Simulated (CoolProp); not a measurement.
Vapour-liquid equilibrium of ethylene (1) + n-butane (2) at -45.75 °C; x and y are mole fractions of (1).

Model: multi-fluid Helmholtz-energy mixture model, Smukala 2000 and Bücker 2006; pair parameters Bell 2016, in CoolProp.

### Question
Give the bubble pressure and the first vapour's composition at x = 0.05, 0.65, 0.95. Is there an azeotrope?

### Answer
x = 0.05: 0.08704 MPa, y = 0.862; x = 0.65: 0.7166 MPa, y = 0.991; x = 0.95: 1.141 MPa, y = 0.999. No azeotrope shows between x = 0.05 and 0.95.

The pair parameters rest on a limited set of measurements; away from them the model extrapolates. The gap from Raoult's law changes sign with composition, which may be real or a fault of the pair parameters; it wasn't checked against measurements.
